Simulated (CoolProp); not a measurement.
A simple Rankine cycle with R365MFC: condensing at 311.15 K, boiler at 2.16 MPa, turbine inlet 476.3 K, turbine efficiency 0.65, pump efficiency 0.6, no recuperator. Each further row changes one setting.

The numbers come from the reference Helmholtz-energy equation of state, Lemmon 2016 in CoolProp.

```json
[
 {"case": "as stated", "thermal efficiency (%)": "12.0", "net work (kJ/kg)": "42.8", "heat in (kJ/kg)": "357", "turbine exit temperature (K)": "422.1", "volume ratio over the turbine": "26.7"},
 {"case": "turbine inlet 496.3 K", "thermal efficiency (%)": "11.8", "net work (kJ/kg)": "45.7", "heat in (kJ/kg)": "385", "turbine exit temperature (K)": "443.3", "volume ratio over the turbine": "25.6"},
 {"case": "condensing temperature 303.15 K", "thermal efficiency (%)": "12.8", "net work (kJ/kg)": "47.1", "heat in (kJ/kg)": "368", "turbine exit temperature (K)": "418.2", "volume ratio over the turbine": "35.9"},
 {"case": "boiler pressure 1.51 MPa", "thermal efficiency (%)": "11.0", "net work (kJ/kg)": "40.2", "heat in (kJ/kg)": "366", "turbine exit temperature (K)": "431.6", "volume ratio over the turbine": "17.2"},
 {"case": "turbine efficiency 0.55", "thermal efficiency (%)": "10.0", "net work (kJ/kg)": "35.8", "heat in (kJ/kg)": "357", "turbine exit temperature (K)": "427.9", "volume ratio over the turbine": "27.1"}
]
```
